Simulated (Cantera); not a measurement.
What does this Cantera script print?

```python
import numpy as np
import cantera as ct

gas_names = [...]  # 109 gases of nasa_gas.yaml made of C, Cl, H, Si
cond_names = """
    C(gr) C6H6(L) C7H8(L) C8H18(L),n-octa Si(cr) Si(L) SiC(b)
""".split()


# ... load() reads the species with a 1 bar reference pressure and builds the phases ...
atoms = {
    'SiH2Cl2': {'Si': 1, 'H': 2, 'CL': 2},
    'C2H4': {'C': 2, 'H': 4},
    'H2': {'H': 2},
    'C2H2': {'C': 2, 'H': 2},
}
top_T = {'C(gr)': 4500, 'SiC(b)': 3050}  # K; cautious upper limits of use, not melting points


# ... equilibrate(T, P, feed) seeds the gas with the atoms and calls Mixture.equilibrate('TP', solver="vcs", rtol=1e-11, max_steps=5000) ...
results = []
feed = {'SiH2Cl2': 1, 'C2H4': 0.12, 'H2': 16, 'C2H2': 0.059}  # mol
T = 1800  # K
P = 1000  # Pa
mix = equilibrate(T, P, feed)
results.append((T, P, feed, dict(zip(mix.species_names, mix.species_moles))))
x = sorted(zip(gas.X, gas.species_names), reverse=True)
print(f"T = {T:g} K  P = {P:g} Pa  gas = {mix.phase_moles(0):.4g} mol")
print("   x: " + "  ".join(f"{s} {v:.3e}" for v, s in x if v > 0.0001))
print("   condensed (mol): " + ("  ".join(f"{mix.phase(i).name} {mix.phase_moles(i):.4g}"
      for i in range(1, mix.n_phases) if mix.phase_moles(i) > 1e-12) or "none"))
```

Output:

```
T = 1800 K  P = 1000 Pa  gas = 18.34 mol
   x: H2 9.053e-01  HCL 7.250e-02  SiCL2 1.796e-02  H 3.407e-03  Si 3.176e-04  SiCL 2.095e-04  CL 2.089e-04
   condensed (mol): Si(L) 0.3004  SiC(b) 0.3579
```

These are equilibrium values from Cantera (NASA tables, ideal gas, pure condensed phases), not measurements of a reactor. Mutual solubility and eutectic melting of coexisting phases are not modelled. The tables' values for SiCl, SiCl3 are old estimates; treat these amounts as uncertain. Gases not in the tables: Si2H6 and higher silanes.
